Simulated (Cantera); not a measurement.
Input (Python, Cantera) and output of one run.

```python
import numpy as np
import cantera as ct

gas_names = [...]  # 109 gases of nasa_gas.yaml made of C, Cl, H, Si
cond_names = """
    C(gr) C6H6(L) C7H8(L) C8H18(L),n-octa Si(cr) Si(L) SiC(b)
""".split()


# ... load() reads the species with a 1 bar reference pressure and builds the phases ...
atoms = {
    'SiH2Cl2': {'Si': 1, 'H': 2, 'CL': 2},
    'HCl': {'H': 1, 'CL': 1},
    'H2': {'H': 2},
    'C3H8': {'C': 3, 'H': 8},
}
top_T = {'C(gr)': 4500, 'SiC(b)': 3050}  # K; cautious upper limits of use, not melting points


# ... equilibrate(T, P, feed) seeds the gas with the atoms and calls Mixture.equilibrate('TP', solver="vcs", rtol=1e-11, max_steps=5000) ...
results = []
feed = {'SiH2Cl2': 1, 'HCl': 0.03, 'H2': 5.3, 'C3H8': 0.016}  # mol
P = 51000  # Pa
for T in [1398, 1498, 1598, 1698, 1798, 1898, 1998, 2098, 2198, 2298, 2398]:
    mix = equilibrate(T, P, feed)
    results.append((T, P, feed, dict(zip(mix.species_names, mix.species_moles))))
    x = sorted(zip(gas.X, gas.species_names), reverse=True)
    print(f"T = {T:g} K  P = {P:g} Pa  gas = {mix.phase_moles(0):.4g} mol")
    print("   x: " + "  ".join(f"{s} {v:.3e}" for v, s in x if v > 1e-06))
    print("   condensed (mol): " + ("  ".join(f"{mix.phase(i).name} {mix.phase_moles(i):.4g}"
          for i in range(1, mix.n_phases) if mix.phase_moles(i) > 1e-12) or "none"))
```

Result:

```
T = 1398 K  P = 51000 Pa  gas = 7.153 mol
   x: H2 8.394e-01  HCL 9.194e-02  SiCL2 2.967e-02  SiCL4 1.659e-02  SiCL3 1.073e-02  SiHCL3 1.063e-02  SiH2CL2 1.024e-03  SiH3CL 2.834e-05  CH4 7.460e-06  H 6.070e-06
   condensed (mol): Si(cr) 0.4609  SiC(b) 0.04795
T = 1498 K  P = 51000 Pa  gas = 7.261 mol
   x: H2 8.204e-01  HCL 1.094e-01  SiCL2 4.679e-02  SiCL3 1.018e-02  SiCL4 7.077e-03  SiHCL3 5.457e-03  SiH2CL2 6.685e-04  SiH3CL 2.403e-05  H 2.179e-05  CH4 6.440e-06  CL 2.344e-06  SiCL 1.260e-06  SiH2 1.198e-06
   condensed (mol): Si(cr) 0.4423  SiC(b) 0.04795
T = 1598 K  P = 51000 Pa  gas = 7.328 mol
   x: H2 8.099e-01  HCL 1.180e-01  SiCL2 5.916e-02  SiCL3 7.643e-03  SiCL4 2.444e-03  SiHCL3 2.408e-03  SiH2CL2 3.958e-04  H 6.708e-05  SiH3CL 1.943e-05  CL 7.730e-06  CH4 5.750e-06  SiCL 5.721e-06  SiH2 3.963e-06
   condensed (mol): Si(cr) 0.4239  SiC(b) 0.04796
T = 1698 K  P = 51000 Pa  gas = 7.36 mol
   x: H2 8.050e-01  HCL 1.215e-01  SiCL2 6.594e-02  SiCL3 5.186e-03  SiHCL3 1.028e-03  SiCL4 8.064e-04  SiH2CL2 2.282e-04  H 1.817e-04  CL 2.133e-05  SiCL 2.047e-05  SiH3CL 1.538e-05  SiH2 1.124e-05  CH4 5.355e-06  Si 1.288e-06  SiH 1.285e-06
   condensed (mol): Si(L) 0.413  SiC(b) 0.04796
T = 1798 K  P = 51000 Pa  gas = 7.377 mol
   x: H2 7.990e-01  HCL 1.302e-01  SiCL2 6.580e-02  SiCL3 3.485e-03  SiHCL3 4.580e-04  H 4.407e-04  SiCL4 2.989e-04  SiH2CL2 1.271e-04  SiCL 5.511e-05  CL 5.499e-05  SiH2 2.358e-05  SiH3CL 1.085e-05  Si 6.048e-06  CH4 6.019e-06  SiH 4.430e-06
   condensed (mol): Si(L) 0.4337  SiC(b) 0.04795
T = 1898 K  P = 51000 Pa  gas = 7.387 mol
   x: H2 7.942e-01  HCL 1.373e-01  SiCL2 6.441e-02  SiCL3 2.380e-03  H 9.754e-04  SiHCL3 2.171e-04  SiCL 1.322e-04  CL 1.273e-04  SiCL4 1.191e-04  SiH2CL2 7.414e-05  SiH2 4.573e-05  Si 2.409e-05  SiH 1.337e-05  SiH3CL 7.890e-06  CH4 6.699e-06
   condensed (mol): Si(L) 0.454  SiC(b) 0.04794
T = 1998 K  P = 51000 Pa  gas = 7.396 mol
   x: H2 7.895e-01  HCL 1.433e-01  SiCL2 6.247e-02  H 1.996e-03  SiCL3 1.665e-03  SiCL 2.883e-04  CL 2.700e-04  SiHCL3 1.095e-04  Si 8.339e-05  SiH2 8.288e-05  SiCL4 5.119e-05  SiH2CL2 4.529e-05  SiH 3.607e-05  CH4 7.384e-06  SiH3CL 5.904e-06  Si2C 2.267e-06  C2H2,acetylene 1.773e-06
   condensed (mol): Si(L) 0.4725  SiC(b) 0.0479
T = 2098 K  P = 51000 Pa  gas = 7.409 mol
   x: H2 7.845e-01  HCL 1.485e-01  SiCL2 6.025e-02  H 3.817e-03  SiCL3 1.194e-03  SiCL 5.808e-04  CL 5.316e-04  Si 2.561e-04  SiH2 1.417e-04  SiH 8.825e-05  SiHCL3 5.845e-05  SiH2CL2 2.883e-05  SiCL4 2.357e-05  Si2C 1.040e-05  CH4 8.058e-06  C2H2,acetylene 6.715e-06  SiH3CL 4.526e-06  Si2 3.322e-06
   condensed (mol): Si(L) 0.488  SiC(b) 0.04776
T = 2198 K  P = 51000 Pa  gas = 7.43 mol
   x: H2 7.784e-01  HCL 1.526e-01  SiCL2 5.786e-02  H 6.880e-03  SiCL 1.092e-03  CL 9.817e-04  SiCL3 8.736e-04  Si 7.091e-04  SiH2 2.299e-04  SiH 1.985e-04  Si2C 4.132e-05  SiHCL3 3.275e-05  C2H2,acetylene 2.244e-05  SiH2CL2 1.899e-05  SiCL4 1.152e-05  Si2 1.131e-05  CH4 8.702e-06  SiH3CL 3.538e-06  Si3 2.211e-06  CH3 1.474e-06
   condensed (mol): Si(L) 0.4985  SiC(b) 0.04727
T = 2298 K  P = 51000 Pa  gas = 7.465 mol
   x: H2 7.701e-01  HCL 1.557e-01  SiCL2 5.527e-02  H 1.177e-02  SiCL 1.933e-03  Si 1.795e-03  CL 1.714e-03  SiCL3 6.499e-04  SiH 4.146e-04  SiH2 3.562e-04  Si2C 1.450e-04  C2H2,acetylene 6.720e-05  Si2 3.452e-05  SiHCL3 1.908e-05  SiH2CL2 1.285e-05  CH4 9.284e-06  Si3 6.463e-06  SiCL4 5.917e-06  SiC2 5.018e-06  SiH3CL 2.804e-06  CH3 2.667e-06
   condensed (mol): Si(L) 0.5001  SiC(b) 0.04575
T = 2398 K  P = 51000 Pa  gas = 7.526 mol
   x: H2 7.581e-01  HCL 1.573e-01  SiCL2 5.240e-02  H 1.921e-02  Si 4.199e-03  SiCL 3.241e-03  CL 2.843e-03  SiH 8.108e-04  SiH2 5.284e-04  SiCL3 4.882e-04  Si2C 4.562e-04  C2H2,acetylene 1.823e-04  Si2 9.573e-05  SiC2 2.788e-05  Si3 1.721e-05  SiHCL3 1.143e-05  CH4 9.753e-06  SiH2CL2 8.848e-06  CH3 4.548e-06  SiCL4 3.153e-06  SiH3CL 2.237e-06
   condensed (mol): Si(L) 0.4855  SiC(b) 0.04128
```

Method: chemical equilibrium by Gibbs-energy minimisation in Cantera with the NASA 1993 tables (ideal gas, pure condensed phases). Mutual solubility and eutectic melting of coexisting phases are not modelled. The tables' values for SiCl3, SiCl are old estimates; treat these amounts as uncertain. Gases not in the tables: Si2H6 and higher silanes.
